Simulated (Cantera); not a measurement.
What does this Cantera script print?

```python
import numpy as np
import cantera as ct

gas = ct.Solution("gri30.yaml")


def delay(T, t_max=10):
    gas.TPX = T, 400000, {'C3H8': 1, 'O2': 6.41, 'N2': 24.1}
    reactor = ct.IdealGasReactor(gas, clone=False)
    net = ct.ReactorNet([reactor])
    net.rtol, net.atol = 1e-8, 1e-16
    while net.time < t_max:
        t_old, T_old = net.time, reactor.T
        net.step()
        if reactor.T > T + 400:  # ignition: a rise of 400 K
            return t_old + (T + 400 - T_old) / (reactor.T - T_old) * (net.time - t_old)
    return np.nan


taus = []
for T in [1048, 1123, 1198, 1273, 1348, 1423]:
    taus.append(delay(T))
    print(f"T0 = {T:6g} K   tau = {taus[-1]:.4e} s")
```

Output:

```
T0 =   1048 K   tau = 6.1864e-02 s
T0 =   1123 K   tau = 1.3177e-02 s
T0 =   1198 K   tau = 2.9214e-03 s
T0 =   1273 K   tau = 7.2323e-04 s
T0 =   1348 K   tau = 2.1087e-04 s
T0 =   1423 K   tau = 7.3884e-05 s
```

Model: GRI-Mech 3.0 (53 species, 325 reactions), integrated in Cantera. GRI-Mech 3.0 was tuned for natural gas; its chemistry of propane as a main component is partial and can be far from experiment.
